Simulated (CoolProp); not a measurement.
Vapour-liquid equilibrium of propane (1) + R236FA (2) at 1.39 MPa; x and y are mole fractions of (1).

Computed with CoolProp (multi-fluid Helmholtz-energy mixture model, Lemmon 2009 and Pan 2012; pair parameters Bell 2016).

Q: Give the bubble temperature and the first vapour's composition at x = 0.125, 0.35, 0.575. Is there an azeotrope?

A: x = 0.125: 340.5 K, y = 0.343; x = 0.35: 323.4 K, y = 0.625; x = 0.575: 316.9 K, y = 0.737. y crosses x between x = 0.875 and 0.95: the model has an azeotrope there.

The pair parameters rest on a limited set of measurements; away from them the model extrapolates.
